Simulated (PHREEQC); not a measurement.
Solution (85 °C): 4.6 mmol/kgw Cu(NO3)2, 0.21 mmol/kgw HNO3 and 0.063 mmol/kgw NaCl. It is in equilibrium with CO2 at log p = -3.4 (atm). Otherwise closed; pH follows from the charge balance.

The numbers come from PHREEQC with the ion-association model, wateq4f.dat.

**Question.** The ionic strength comes out as 0.0141 mol/kgw. What activity coefficients do Cl-, Cu2(OH)2+2, Cu+2, Na+, H+ get?

**Answer.** Cl- 0.87, Cu2(OH)2+2 0.58, Cu+2 0.60, Na+ 0.87, H+ 0.89.

This is a speciation only: nothing precipitates in the calculation. At this temperature some constants are extrapolated from 25 °C, and those without enthalpy data are left unchanged.
